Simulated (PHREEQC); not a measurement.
Synthetic water in mg/L, 25 °C, pH 3.57, pe 11.3: Na 22.7; K 0.852; Ca 62.9; Mg 47; Cl 44; S(6) as SO4 382; Zn 2.64; Fe(3) 14.2; Al 4.42.

Valence states are taken as typed.

All values are PHREEQC results (ion-association model, wateq4f.dat), not measurements.

**Question.** The ionic strength comes out as 0.0134 mol/kgw. What activity coefficients do HSO4-, Fe+3, Cl-, Ca+2, Al+3 get?

**Answer.** HSO4- 0.89, Fe+3 0.40, Cl- 0.89, Ca+2 0.64, Al+3 0.40.

Precipitation was switched off in this run. The solution is supersaturated, for example in Jarosite-K, Jarosite-Na, so a real one may precipitate; this is no full list. Complexes and solids missing from the database can't appear.
